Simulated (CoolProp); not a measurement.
Saturation properties of ethylbenzene.

Values from CoolProp's reference Helmholtz-energy equation of state, Zhou 2012.

```
T (°C)  p (kPa)  liquid density (kg/m³)  vapour density (kg/m³)
------  -------  ----------------------  ----------------------
13.65    0.6474                   872.4                 0.02885
20.55    0.9866                   866.3                 0.04295
27.45     1.469                   860.3                 0.06253
34.35     2.142                   854.3                 0.08918
41.25     3.063                   848.2                  0.1248
48.15     4.299                   842.1                  0.1716
55.05     5.932                   836.0                  0.2321
61.95     8.056                   829.8                  0.3091
68.85     10.78                   823.6                       …
75.75     14.23                   817.4                  0.5265
82.65     18.54                   811.1                  0.6743
89.55     23.88                   804.8                  0.8540
96.45     30.40                   798.4                   1.070
103.35    38.30                       …                   1.328
110.25    47.77                       …                   1.633
```

Problem. Some entries are withheld; supply them.

Solution. 
- 68.85, vapour density (kg/m³): 0.4061
- 103.35, liquid density (kg/m³): 791.9
- 110.25, liquid density (kg/m³): 785.4

It boils at 136.2 °C under 1 atm.
